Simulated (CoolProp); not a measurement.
Saturation properties of n-hexane.

Values from CoolProp's reference Helmholtz-energy equation of state, Thol 2019.

```
T (K)  p (kPa)  liquid viscosity (µPa s)  vapour viscosity (µPa s)
-----  -------  ------------------------  ------------------------
245.5    1.124                       541                      5.16
259.7    2.811                       452                      5.46
274      6.321                       383                      5.76
288.2    12.86                       329                      6.05
302.5    24.28                       285                      6.34
316.7    42.67                       250                      6.62
330.9    70.84                       220                      6.90
345.2    112.4                       194                      7.19
359.4    170.4                       173                      7.48
373.6    249.2                       154                      7.81
```

It boils at 341.9 K under 1 atm.

Viscosity comes from a separate model (Michailidou 2013).
